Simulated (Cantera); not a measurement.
Cantera run, input and output.

```python
import numpy as np
import cantera as ct

gas = ct.Solution("gri30.yaml")
gas.TPX = 1075, 13332, {'H2': 0.68, 'O2': 2.6, 'N2': 10}
inlet = ct.Reservoir(gas, clone=True)

reactor = ct.IdealGasConstPressureReactor(gas, energy="off", clone=False)
exhaust = ct.Reservoir(gas, clone=True)
tau = [16, 3.1, 0.58, 0.11, 0.02, 0.0038, 0.00072][0]
for a, b in ((inlet, reactor), (reactor, exhaust)):
    ct.MassFlowController(a, b, mdot=lambda t: reactor.mass / tau)
net = ct.ReactorNet([reactor])
show = ['H2', 'O2', 'H2O2', 'NO', 'N2O']

rows = []
print(f"{'tau/s':>10s}{'T/K':>9s}" + "".join(f"{s:>11s}" for s in show))
for tau in [16, 3.1, 0.58, 0.11, 0.02, 0.0038, 0.00072]:
    net.initial_time = 0.0
    net.advance(30 * tau)
    before = gas.X
    net.advance(40 * tau)
    drift = np.max(np.abs(gas.X - before) / (gas.X + 1e-9))
    rows.append([gas.T, *gas[show].X, drift])
    print(f"{tau:10.3e}{gas.T:9.1f}" + "".join(f"{x:11.3e}" for x in gas[show].X))
```

Output:

```
     tau/s      T/K         H2         O2       H2O2         NO        N2O
 1.600e+01   1075.0  3.060e-05  1.746e-01  1.222e-07  7.151e-08  1.780e-07
 3.100e+00   1075.0  8.895e-05  1.746e-01  2.247e-07  4.055e-08  1.447e-07
 5.800e-01   1075.0  2.538e-04  1.746e-01  3.783e-07  3.349e-08  1.056e-07
 1.100e-01   1075.0  6.803e-04  1.746e-01  5.714e-07  5.748e-08  6.883e-08
 2.000e-02   1075.0  1.784e-03  1.747e-01  7.960e-07  1.358e-07  3.900e-08
 3.800e-03   1075.0  4.461e-03  1.751e-01  9.868e-07  2.787e-07  1.986e-08
 7.200e-04   1075.0  1.122e-02  1.770e-01  1.041e-06  3.281e-07  8.381e-09
```

Detailed kinetics in Cantera: GRI-Mech 3.0 (53 species, 325 reactions). The temperature is held fixed by assumption; the heat of reaction is taken as removed at once.
